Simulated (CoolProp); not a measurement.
A simple Rankine cycle with R143a: condensing at 292.15 K, boiler at 2.77 MPa, turbine inlet 346.5 K, turbine efficiency 0.85, pump efficiency 0.7, no recuperator. Each further row changes one setting.

Computed with CoolProp (reference Helmholtz-energy equation of state, Lemmon and Jacobsen 2000).

```tsv
case	thermal efficiency (%)	net work (kJ/kg)	heat in (kJ/kg)	turbine exit temperature (K)	volume ratio over the turbine
as stated	?	?	198	304.3	2.78
turbine inlet 366.5 K	8.5	19.4	?	?	2.66
condensing temperature 284.15 K	9.8	20.6	211	?	3.48
boiler pressure 1.94 MPa	5.7	12.2	216	323.0	?
turbine efficiency 0.75	7.1	14.1	198	306.2	?
```

Task: Fill in the missing entries.

Result: 
- as stated, thermal efficiency (%): 8.2
- as stated, net work (kJ/kg): 16.3
- turbine inlet 366.5 K, heat in (kJ/kg): 228
- turbine inlet 366.5 K, turbine exit temperature (K): 327.3
- condensing temperature 284.15 K, turbine exit temperature (K): 296.0
- boiler pressure 1.94 MPa, volume ratio over the turbine: 1.83
- turbine efficiency 0.75, volume ratio over the turbine: 2.81
